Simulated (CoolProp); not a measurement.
Dodecamethylpentasiloxane (MD3M) along the isobar 1320 kPa: Z from the reference equation and from simpler models built on Tc = 628.0 K, pc = 954.0 kPa, ω = 0.730; each cubic takes its own stable root.

The numbers come from the reference Helmholtz-energy equation of state, Thol 2019 in CoolProp.

```
T (K)   phase  reference  van der Waals  Soave-Redlich-Kwong
-----  ------  ---------  -------------  -------------------
487.4  liquid     0.1841         0.3166               0.2056
499.9  liquid     0.1834         0.3139               0.2050
512.5  liquid     0.1830         0.3118               0.2049
525    liquid     0.1831         0.3102               0.2054
537.6  liquid     0.1835         0.3092               0.2068
550.1  liquid     0.1845         0.3089               0.2090
562.7  liquid     0.1862         0.3093               0.2123
575.2  liquid     0.1886         0.3106               0.2170
587.8  liquid     0.1921         0.3129               0.2237
```
